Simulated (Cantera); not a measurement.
Feed: 1 mol Fe, 2.6 mol HCl, 0.063 mol O2, at 7130 Torr.

Method: chemical equilibrium by Gibbs-energy minimisation in Cantera with the NASA 1993 tables (ideal gas, pure condensed phases). Candidate condensed phases: Fe, FeCl2, FeCl3, FeO, Fe(OH)2, Fe(OH)3, Fe2O3, Fe3O4, H2O; 22 gas species. Rates play no part.

Problem. At 1323 K, list the 5 most abundant gas species with their mole fractions, and the condensed phases.

Solution. H2 0.472, HCl 0.324, FeCl2 0.114, H2O 0.0680, Fe2Cl4 0.0218. Condensed: FeCl2(l).
